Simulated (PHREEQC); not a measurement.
A solution holds 59 mmol/kgw NaHSO4 and 0.43 mmol/kgw NaF, at 25 °C. Closed to the air; pH follows from the charge balance.

The numbers come from PHREEQC with the ion-association model, phreeqc.dat.

Each row changes one thing in this solution. Precipitation was switched off in this run.

```
case                                             pH  ionic strength (mol/kgw)  Na+ (mol/kgw)  HSO4- (mol/kgw)  SO4-2 (mol/kgw)  NaSO4- (mol/kgw)
---------------------------------------------  ----  ------------------------  -------------  ---------------  ---------------  ----------------
as made                                        1.62                     0.113         0.0567           0.0292           0.0270           0.00274
NaF from 0.00043 to 0.000215 mol/kgw           1.62                     0.113              ?           0.0293           0.0270           0.00272
NaHSO4 replaced by K2SO4 at the same molality  7.21                     0.155       0.000399          1.21e-7           0.0479           3.07e-5
diluted 2-fold with water                         ?                    0.0620         0.0287           0.0122           0.0163           0.00101
0.002 mol/kgw Na2SiO3 added                    1.66                     0.116         0.0604           0.0277           0.0282           0.00303
diluted 5-fold with water                      2.14                    0.0278         0.0116                ?          0.00801          0.000251
NaF from 0.00043 to 0.000645 mol/kgw           1.62                     0.113         0.0569           0.0292           0.0271           0.00275
NaF from 0.00043 to 0.00086 mol/kgw            1.62                     0.113         0.0571                ?           0.0272                 ?
NaF left out                                   1.61                     0.113         0.0563           0.0294           0.0269           0.00271
```

Task: Complete the blanks.

Result: 
- NaF from 0.00043 to 0.000215 mol/kgw, Na+ (mol/kgw): 0.0565
- diluted 2-fold with water, pH: 1.84
- diluted 5-fold with water, HSO4- (mol/kgw): 0.00353
- NaF from 0.00043 to 0.00086 mol/kgw, HSO4- (mol/kgw): 0.0291
- NaF from 0.00043 to 0.00086 mol/kgw, NaSO4- (mol/kgw): 0.00277

Some of these states are supersaturated (in Quartz (slow to form), Chalcedony (slow to form), for instance).
